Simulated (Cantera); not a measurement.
An adiabatic, constant-pressure homogeneous reactor starts with H2 : O2 : N2 : NO = 1 : 1.25 : 4.7 : 0.023 (molar parts), at 1175 K and 10.0 bar. Integrator tolerance rtol = 1e-08.

Cantera simulation using GRI-Mech 3.0 (53 species, 325 reactions); the numbers are that mechanism's predictions, not measurements. The hydrogen kinetics of GRI-Mech 3.0 are dated; newer H2 mechanisms differ, most at raised pressure. The mechanism lacks 2 NO + O2 → 2 NO2 and HONO, so NO2 and the effect of NO are under-described below about 1400 K.

Task: What does this change do: 0.6 parts H2O added?

Result: 
| quantity | before | after |
|---|---|---|
| time of steepest temperature rise | 16.6 µs | 44.4 µs |
| temperature at 1.00 s | 2174 K | 2077 K |
| equilibrium temperature | 2174 K | 2077 K |
| x(H2) at 1.00 s | 0.000141 (gas-phase equilibrium 0.000141) | 0.000112 (gas-phase equilibrium 0.000112) |
| x(O2) at 1.00 s | 0.113 (gas-phase equilibrium 0.113) | 0.104 (gas-phase equilibrium 0.104) |
| x(NO) at 1.00 s | 0.00838 (gas-phase equilibrium 0.00838) | 0.00602 (gas-phase equilibrium 0.00609) |
| x(HO2) at 1.00 s | 7.46e-6 (gas-phase equilibrium 7.46e-6) | 6.03e-6 (gas-phase equilibrium 6.02e-6) |
| x(OH) at 1.00 s | 0.00267 (gas-phase equilibrium 0.00267) | 0.00209 (gas-phase equilibrium 0.00209) |

Task: What does this change do: 0.073 parts H2O added?

Result: 
```
quantity                                                              before                                      after
---------------------------------  -----------------------------------------  -----------------------------------------
time of steepest temperature rise                                    16.6 µs                                    19.2 µs
temperature at 1.00 s                                                 2174 K                                     2161 K
equilibrium temperature                                               2174 K                                     2161 K
x(H2) at 1.00 s                    0.000141 (gas-phase equilibrium 0.000141)  0.000138 (gas-phase equilibrium 0.000138)
x(O2) at 1.00 s                          0.113 (gas-phase equilibrium 0.113)        0.111 (gas-phase equilibrium 0.111)
x(NO) at 1.00 s                      0.00838 (gas-phase equilibrium 0.00838)    0.00804 (gas-phase equilibrium 0.00804)
x(HO2) at 1.00 s                     7.46e-6 (gas-phase equilibrium 7.46e-6)    7.30e-6 (gas-phase equilibrium 7.30e-6)
x(OH) at 1.00 s                      0.00267 (gas-phase equilibrium 0.00267)    0.00260 (gas-phase equilibrium 0.00260)
```
